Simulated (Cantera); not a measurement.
Input: 1 mol V2O5, 0.31 mol H2, 65 mol N2, at 948.15 K and 35.0 mbar.

Method: chemical equilibrium by Gibbs-energy minimisation in Cantera with the NASA 1993 tables (ideal gas, pure condensed phases). Candidate condensed phases: H2O, V, VN, VO, V2O3, V2O4, V2O5; 28 gas species. Condensed phases not in the tables: the oxides between V2O3 and V2O5 other than VO2. Gases not in the tables: V4O10. Rates play no part.

Base state: N2 0.993, H2O 0.00474, O2 0.00243 (mole fractions); condensed: V2O4(s) + V2O5(l).

Question: What changes in the equilibrium state with this change: pressure from 35.0 mbar to 1.10 bar?

Answer: 
| species | before | after |
|---|---|---|
| N2 | 0.993 | 0.995 |
| H2O | 0.00474 | 0.00475 |
| O2 | 0.00243 | 7.72e-5 |
| V2O4(s), mol | 0.628 | 0.320 |
| V2O5(l), mol | 0.372 | 0.680 |
